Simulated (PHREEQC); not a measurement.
Consider water at 25 °C with 0.0015 mol/kgw MnSO4 and 0.05 mol/kgw CuCl2. It is in equilibrium with CO2 at log p = -3.4 (atm). Otherwise closed; pH follows from the charge balance.

Model: ion-association model, phreeqc.dat, run in PHREEQC.

Precipitation was switched off in this run.

Question: Order these Mn species by the share of Mn that they hold, largest first: MnSO4, MnCl+, MnCl2, Mn+2.

Answer: Mn+2 (87 %), MnCl+ (12 %), MnSO4 (1.3 %), MnCl2 (0.27 %)

Question: Order these C species by the share of C that they hold, largest first: CO2, CuHCO3+, HCO3-.

Answer: CO2 (88 %), CuHCO3+ (11 %), HCO3- (1.3 %)

The pH is 4.40 and the ionic strength 0.144 mol/kgw.
